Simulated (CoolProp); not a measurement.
Vapour-liquid equilibrium of acetone (1) + benzene (2) at 287.8 K; x and y are mole fractions of (1).

Computed with CoolProp (multi-fluid Helmholtz-energy mixture model, Lemmon 2006 and Thol 2012; pair parameters Bell 2016).

```tsv
x	bubble pressure, mixture model (MPa)	bubble pressure, Raoult's law (MPa)	y, mixture model	y, Raoult's law
0.05	___	0.008289	0.168	0.116
0.125	___	0.009158	___	0.263
0.2	0.01148	0.01003	0.449	0.385
0.275	0.01253	0.01090	0.533	0.487
0.35	0.01345	0.01176	0.601	0.574
0.425	0.01429	0.01263	___	0.649
0.5	0.01505	0.01350	___	0.715
0.575	0.01577	0.01437	0.754	0.772
0.65	0.01644	0.01524	0.798	0.823
0.725	0.01709	0.01611	0.841	0.868
0.8	0.01772	0.01698	0.883	0.909
0.875	0.01832	0.01785	0.926	0.946
0.95	___	0.01872	0.970	0.979
```

Some entries are withheld; supply them.


- 0.05, bubble pressure, mixture model (MPa): 0.008826
- 0.125, bubble pressure, mixture model (MPa): 0.01026
- 0.125, y, mixture model: 0.335
- 0.425, y, mixture model: 0.658
- 0.5, y, mixture model: 0.708
- 0.95, bubble pressure, mixture model (MPa): 0.01891

The largest gap from Raoult's law is +15.0 % in bubble pressure, at x = 0.275. No azeotrope shows between x = 0.05 and 0.95.

Pair parameters are fitted to limited data, so mixtures are less certain than the pure fluids.
